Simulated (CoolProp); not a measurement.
Computed with CoolProp (reference Helmholtz-energy equation of state, Akasaka 2023).

**Question.** For R1224YDZ, give the phase and the Z, Joule-Thomson coefficient (K/MPa) at 422.6 K and 8.28 MPa; 458.7 K and 8.28 MPa; 465.9 K and 8.28 MPa.

**Answer.** 
- 422.6 K and 8.28 MPa: liquid; Z 0.349, Joule-Thomson coefficient 0.539
- 458.7 K and 8.28 MPa: supercritical; Z 0.389, Joule-Thomson coefficient 1.57
- 465.9 K and 8.28 MPa: supercritical; Z 0.402, Joule-Thomson coefficient 1.90
